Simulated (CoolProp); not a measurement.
A simple Rankine cycle with water: condensing at 304.15 K, boiler at 2.46 MPa, turbine inlet 501.3 K, turbine efficiency 0.6, pump efficiency 0.8, no recuperator. Each further row changes one setting.

Model: reference Helmholtz-energy equation of state, Wagner 2002, in CoolProp.

```
case                             thermal efficiency (%)  net work (kJ/kg)  heat in (kJ/kg)  turbine exit temperature (K)  volume ratio over the turbine
-------------------------------  ----------------------  ----------------  ---------------  ----------------------------  -----------------------------
as stated                                             …               543             2690                         304.1                            332
turbine inlet 521.3 K                              20.3               558                …                         304.1                              …
condensing temperature 296.15 K                       …                 …             2720                         296.2                            515
boiler pressure 1.72 MPa                           19.3                 …             2730                         304.1                            228
turbine efficiency 0.5                                …               452             2690                         304.1                            346
```

Problem. What belongs in the gaps?

Solution. 
- as stated, thermal efficiency (%): 20.2
- turbine inlet 521.3 K, heat in (kJ/kg): 2740
- turbine inlet 521.3 K, volume ratio over the turbine: 318
- condensing temperature 296.15 K, thermal efficiency (%): 21.0
- condensing temperature 296.15 K, net work (kJ/kg): 572
- boiler pressure 1.72 MPa, net work (kJ/kg): 527
- turbine efficiency 0.5, thermal efficiency (%): 16.8

The expansion ends wet for: as stated; turbine inlet 521.3 K; condensing temperature 296.15 K; boiler pressure 1.72 MPa; turbine efficiency 0.5.
